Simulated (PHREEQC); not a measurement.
Acid mine or pickling water (model solution)

Synthetic water in mg/kgw, 20 °C, pH 3.69, pe 9.5: Na 2.85; K 13.8; Ca 261; Mg 7.38; Cl 49.2; S(6) as SO4 602; Br 1.47.

Cl is adjusted to close the charge balance.
Valence states are taken as typed.

Equilibrium calculation in PHREEQC: ion-association model, phreeqc.dat.

Precipitation was switched off in this run.

### Question
What ionic strength does the model give?

### Answer
ionic strength 0.0215 mol/kgw.

### Question
In which forms is Na present?

### Answer
Na+ 99 %, NaSO4- 1.3 % of the Na.
